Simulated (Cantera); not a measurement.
An adiabatic, constant-pressure homogeneous reactor starts with CH4 : O2 : N2 = 1 : 1.82 : 6.84 (molar parts), at 1450 K and 1.00 bar.

Detailed kinetics in Cantera: GRI-Mech 3.0 (53 species, 325 reactions).

### Question
Predict: time of steepest temperature rise; temperature at 0.400 s; equilibrium temperature; x(O2) at 0.400 s; x(H2O2) at 0.400 s; x(CO2) at 0.400 s.

### Answer
| Property | Value |
|---|---|
| time of steepest temperature rise | 2.07 ms |
| temperature at 0.400 s | 2733 K |
| equilibrium temperature | 2733 K |
| x(O2) at 0.400 s | 0.0119 (gas-phase equilibrium 0.0119) |
| x(H2O2) at 0.400 s | 1.93e-7 (gas-phase equilibrium 1.93e-7) |
| x(CO2) at 0.400 s | 0.0479 (gas-phase equilibrium 0.0479) |
